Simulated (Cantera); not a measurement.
A perfectly stirred reactor is fed with CH4 : H2O = 1 : 1.1 (molar parts), at 101000 Pa; it is held at 2098 K, and followed from long to short residence time.

Cantera simulation using GRI-Mech 3.0 (53 species, 325 reactions); the numbers are that mechanism's predictions, not measurements.

Task: What does this change do: H2O 1.1 to 0.22 parts?

Result: 
```json
[
 {"quantity": "x(CH4) at τ = 0.490 s", "before": "0.00337", "after": "0.00481"},
 {"quantity": "x(H2O) at τ = 0.490 s", "before": "0.0397", "after": "0.00115"},
 {"quantity": "x(HO2) at τ = 0.490 s", "before": "1.48e-12", "after": "<1e-12"},
 {"quantity": "x(C2H) at τ = 0.490 s", "before": "6.35e-7", "after": "1.44e-5"},
 {"quantity": "x(H) at τ = 0.490 s", "before": "0.00259", "after": "0.00264"},
 {"quantity": "x(CH4) at τ = 5.30 ms", "before": "0.0280", "after": "0.0399"},
 {"quantity": "x(H2O) at τ = 5.30 ms", "before": "0.197", "after": "0.0477"},
 {"quantity": "x(HO2) at τ = 5.30 ms", "before": "3.65e-11", "after": "1.39e-12"},
 {"quantity": "x(C2H) at τ = 5.30 ms", "before": "7.03e-6", "after": "1.55e-5"},
 {"quantity": "x(H) at τ = 5.30 ms", "before": "0.00222", "after": "0.00234"}
]
```
GRI-Mech 3.0 stops at C3 and has no aromatics, soot or wall deposition, so with more carbon than oxygen in the feed, carbon stays in small species such as C2H2 where larger ones or solid carbon would form.

Task: What does this change do: H2O 1.1 to 3 parts?

Result: 
| quantity | before | after |
|---|---|---|
| x(CH4) at τ = 0.490 s | 0.00337 | 0.000665 |
| x(H2O) at τ = 0.490 s | 0.0397 | 0.316 |
| x(HO2) at τ = 0.490 s | 1.48e-12 | 1.49e-10 |
| x(C2H) at τ = 0.490 s | 6.35e-7 | 4.85e-9 |
| x(H) at τ = 0.490 s | 0.00259 | 0.00214 |
| x(CH4) at τ = 5.30 ms | 0.0280 | 0.0166 |
| x(H2O) at τ = 5.30 ms | 0.197 | 0.399 |
| x(HO2) at τ = 5.30 ms | 3.65e-11 | 2.50e-10 |
| x(C2H) at τ = 5.30 ms | 7.03e-6 | 2.26e-6 |
| x(H) at τ = 5.30 ms | 0.00222 | 0.00193 |
